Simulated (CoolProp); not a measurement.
Benzene along the isotherm 306.1 K: fugacity coefficient from the reference equation and from simpler models built on Tc = 562.0 K, pc = 4.906 MPa, ω = 0.211; each cubic takes its own stable root.

Model: reference Helmholtz-energy equation of state, Thol 2012, in CoolProp.

```tsv
p (MPa)	phase	reference	van der Waals	Soave-Redlich-Kwong	Peng-Robinson
0.566	liquid	0.03233	0.4039	0.03275	0.03416
1.13	liquid	0.01652	0.2091	0.01677	0.01745
1.7	liquid	0.01121	0.1437	0.01140	0.01183
2.26	liquid	0.008597	0.1117	0.008760	0.009069
2.83	liquid	0.007006	0.09218	0.007152	0.007386
3.4	liquid	0.005950	0.07930	0.006085	0.006269
3.96	liquid	0.005211	0.07033	0.005339	0.005487
4.53	liquid	0.004648	0.06354	0.004771	0.004892
5.09	liquid	0.004219	0.05840	0.004339	0.004438
5.66	liquid	0.003871	0.05427	0.003989	0.004070
6.23	liquid	0.003588	0.05095	0.003704	0.003770
6.79	liquid	0.003358	0.04827	0.003473	0.003526
7.36	liquid	0.003161	0.04601	0.003275	0.003317
```
